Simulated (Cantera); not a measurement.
An isothermal, constant-pressure homogeneous reactor starts with NO : N2 = 1 : 4.2 (molar parts), at 1875 K and 0.306 atm.

Model: GRI-Mech 3.0 (53 species, 325 reactions), integrated in Cantera.

x: mole fraction; the columns are a selection and need not sum to one.

```tsv
t (s)	x NO	x O	x N2O	x N2	x O2
0.000500	0.192	1.94e-6	[?]	0.808	2.65e-8
0.00135	0.192	4.63e-6	[?]	0.808	2.10e-7
0.00362	0.192	1.19e-5	[?]	0.808	2.36e-6
0.00976	0.192	2.22e-5	1.52e-5	0.808	2.54e-5
0.0263	0.192	2.45e-5	1.58e-5	0.808	0.000124
0.0707	0.191	2.55e-5	1.57e-5	0.808	0.000397
0.190	0.190	2.81e-5	1.54e-5	0.809	0.00113
0.512	0.186	3.42e-5	1.47e-5	0.811	0.00313
1.38	0.175	4.66e-5	[?]	0.816	0.00850
3.71	0.148	6.83e-5	[?]	0.830	0.0220
10.0	0.0942	9.79e-5	[?]	0.857	0.0489
```

### Question
Fill in the missing entries.

### Answer

- 0.000500, x N2O: 2.34e-6
- 0.00135, x N2O: 5.55e-6
- 0.00362, x N2O: 1.09e-5
- 1.38, x N2O: 1.30e-5
- 3.71, x N2O: 9.14e-6
- 10.0, x N2O: 3.67e-6
